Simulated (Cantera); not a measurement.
Source: NASA polynomial tables (part measured, part estimated), evaluated in Cantera. Values are per mole of reaction as written; species without (g) are pure solids or liquids, kept so even where they would boil at 1 bar.

H2(g) + I2(g) = 2 HI(g), with ΔH° = -9.7 kJ and ΔS° = 21.8 J/K at 300 K.

Task: How far is the shortcut ΔG° ≈ ΔH°(300 K) − T·ΔS°(300 K) from the full temperature-dependent value at 550, 600, 650, 700, 750, 800, 850, 900, 950 K?

Result: 
```json
[
 {"T (K)": "550", "shortcut (kJ)": "-21.7", "full (kJ)": "-21.0", "difference (kJ)": "-0.6", "difference in log10 K": "0.06"},
 {"T (K)": "600", "shortcut (kJ)": "-22.8", "full (kJ)": "-21.9", "difference (kJ)": "-0.9", "difference in log10 K": "0.08"},
 {"T (K)": "650", "shortcut (kJ)": "-23.9", "full (kJ)": "-22.7", "difference (kJ)": "-1.2", "difference in log10 K": "0.09"},
 {"T (K)": "700", "shortcut (kJ)": "-25.0", "full (kJ)": "-23.5", "difference (kJ)": "-1.5", "difference in log10 K": "0.11"},
 {"T (K)": "750", "shortcut (kJ)": "-26.0", "full (kJ)": "-24.3", "difference (kJ)": "-1.8", "difference in log10 K": "0.12"},
 {"T (K)": "800", "shortcut (kJ)": "-27.1", "full (kJ)": "-25.0", "difference (kJ)": "-2.1", "difference in log10 K": "0.14"},
 {"T (K)": "850", "shortcut (kJ)": "-28.2", "full (kJ)": "-25.8", "difference (kJ)": "-2.4", "difference in log10 K": "0.15"},
 {"T (K)": "900", "shortcut (kJ)": "-29.3", "full (kJ)": "-26.5", "difference (kJ)": "-2.8", "difference in log10 K": "0.16"},
 {"T (K)": "950", "shortcut (kJ)": "-30.4", "full (kJ)": "-27.3", "difference (kJ)": "-3.1", "difference in log10 K": "0.17"}
]
```
The shortcut ignores the heat-capacity change of the reaction.
